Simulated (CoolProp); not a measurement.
A Linde-Hampson liquefier for carbon monoxide: isothermal reversible compression at 200 K from 1 atm to 20 MPa, throttling to 1 atm, return gas leaving the recuperator 0 K below the feed. Each further row changes one setting.

Model: reference Helmholtz-energy equation of state, Lemmon 2006, in CoolProp. It is a short technical equation, of lower accuracy than the large ones.

```json
[
 {"case": "as stated", "liquid yield per pass": "?", "compression work (kJ/kg of gas)": "293"},
 {"case": "high pressure 40 MPa", "liquid yield per pass": "?", "compression work (kJ/kg of gas)": "?"},
 {"case": "warm-end temperature 230 K", "liquid yield per pass": "?", "compression work (kJ/kg of gas)": "?"},
 {"case": "warm-end gap 5 K", "liquid yield per pass": "?", "compression work (kJ/kg of gas)": "293"}
]
```

### Question
Fill in the missing entries.

### Answer

- as stated, liquid yield per pass: 0.258
- high pressure 40 MPa, liquid yield per pass: 0.279
- high pressure 40 MPa, compression work (kJ/kg of gas): 335
- warm-end temperature 230 K, liquid yield per pass: 0.180
- warm-end temperature 230 K, compression work (kJ/kg of gas): 348
- warm-end gap 5 K, liquid yield per pass: 0.246
